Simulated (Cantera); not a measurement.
Input (Python, Cantera):

```python
import numpy as np
import cantera as ct

gas = ct.Solution("gri30.yaml")
gas.TPX = 1150, 150000, {'CO': 0.0019, 'O2': 0.034, 'H2O': 0.00091, 'N2': 1}
reactor = ct.IdealGasConstPressureReactor(gas, energy="off", clone=False)
net = ct.ReactorNet([reactor])
net.rtol, net.atol = 1e-08, 1e-18
show = ['CO', 'O2', 'H2O', 'H2', 'OH', 'N2O']
times = np.geomspace(0.0002, 20, 11)

steps = ct.SolutionArray(gas, extra=["t"])
rows = []
print(f"{'t/s':>10s}{'T/K':>9s}{'P/Pa':>11s}" + "".join(f"{s:>11s}" for s in show))
for t in times:
    while net.time < t:
        t_next = net.step()
        steps.append(gas.state, t=t_next)
    rows.append([np.interp(t, steps.t, y) for y in (steps.T, steps.P, *steps(*show).X.T)])
    print(f"{t:10.3e}{rows[-1][0]:9.1f}{rows[-1][1]:11.4g}" + "".join(f"{x:11.3e}" for x in rows[-1][2:]))
rate = np.gradient(steps.T, steps.t)
print("integrator steps:", len(steps.t))
if steps.T.max() > steps.T[0] + 200:
    print(f"time of steepest temperature rise: {steps.t[rate.argmax()]:.4e} s")
gas.TPX = 1150, 150000, {'CO': 0.0019, 'O2': 0.034, 'H2O': 0.00091, 'N2': 1}
gas.equilibrate("TP")
print(f"equilibrium (TP): T = {gas.T:.1f} K  " + "  ".join(f"{s} {gas[s].X[0]:.3e}" for s in show))
```

It prints:

```
       t/s      T/K       P/Pa         CO         O2        H2O         H2         OH        N2O
 2.000e-04   1150.0    1.5e+05  1.833e-03  3.279e-02  8.777e-04  8.334e-15  1.066e-11  2.809e-14
 6.325e-04   1150.0    1.5e+05  1.833e-03  3.279e-02  8.777e-04  2.142e-13  7.666e-11  2.798e-13
 2.000e-03   1150.0    1.5e+05  1.833e-03  3.279e-02  8.777e-04  4.598e-12  4.945e-10  3.141e-12
 6.325e-03   1150.0    1.5e+05  1.832e-03  3.279e-02  8.777e-04  1.476e-10  6.670e-09  6.816e-11
 2.000e-02   1150.0    1.5e+05  1.753e-03  3.275e-02  8.748e-04  5.010e-07  3.052e-06  3.584e-08
 6.325e-02   1150.0    1.5e+05  8.631e-04  3.232e-02  8.749e-04  7.854e-07  3.369e-06  4.685e-07
 2.000e-01   1150.0    1.5e+05  2.041e-04  3.200e-02  8.770e-04  1.488e-07  1.902e-06  8.852e-07
 6.325e-01   1150.0    1.5e+05  2.123e-05  3.192e-02  8.780e-04  1.117e-08  8.817e-07  1.036e-06
 2.000e+00   1150.0    1.5e+05  1.052e-06  3.191e-02  8.783e-04  6.249e-10  3.442e-07  8.912e-07
 6.325e+00   1150.0    1.5e+05  1.933e-08  3.191e-02  8.784e-04  7.803e-11  1.736e-07  4.677e-07
 2.000e+01   1150.0    1.5e+05  8.758e-11  3.191e-02  8.784e-04  2.799e-11  1.044e-07  6.545e-08
integrator steps: 1402
equilibrium (TP): T = 1150.0 K  CO 4.312e-11  O2 3.188e-02  H2O 8.785e-04  H2 1.737e-11  OH 7.813e-08  N2O 5.587e-09
```

Cantera simulation using GRI-Mech 3.0 (53 species, 325 reactions); the numbers are that mechanism's predictions, not measurements.
